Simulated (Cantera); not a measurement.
A perfectly stirred reactor is fed with 10.5 % C₂H₄, 12.6 % O₂, 73.8 % N₂, 3.14 % H₂O, at 3750 Torr; it is adiabatic with a 475 K inlet, and is followed from long to short residence time, starting on the burning branch (τ in s: 0.12, 0.055, 0.025, 0.011, 0.0051, 0.0023, 0.0011, 0.00048, 0.00022, 9.8e-05).

Computed with Cantera and GRI-Mech 3.0 (53 species, 325 reactions). GRI-Mech 3.0 was tuned for natural gas; its chemistry of ethylene as a main component is partial and can be far from experiment.

One state of this run: T (K) = 1400; x C₂H₄ = 0.0283; x O₂ = 0.0245; x H₂O = 0.0897; x NO = 1.04e-8; x N₂O = 3.17e-8; x HCN = 7.26e-8. x: mole fraction; the columns are a selection and need not sum to one.

### Question
Which value of τ (s) does it belong to?
A) 0.025
B) 0.00022
C) 0.00048
D) 0.0023

### Answer
B, 0.00022
